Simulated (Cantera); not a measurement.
Feed: 1 mol C₃H₆, 0.022 mol NH₃, 26 mol N₂, equilibrated at 2275 K and 113 Torr.

Equilibrium computed with Cantera from the NASA thermochemical tables; the gas is ideal and each condensed phase is pure. Candidate condensed phases: C, C₆H₆, C₇H₈, C₈H₁₈; 92 gas species. Equilibrium is a limit: real reactors are often held back by kinetics, nucleation or transport.

Question: What is the equilibrium state?

Answer: 
```
Item                     Value
-------------------  ---------
x(N₂)                    0.887
x(H₂)                   0.0943
x(HCN)                  0.0110
x(H)                   0.00673
x(HNC)                0.000971
x(C₂H₂ (acetylene))   0.000359
x(CN)                  3.21e-5
x(C₂N₂)                1.56e-5
x(C₂H)                 1.09e-6
n(C(graphite))        2.63 mol
gas amount           29.14 mol
```
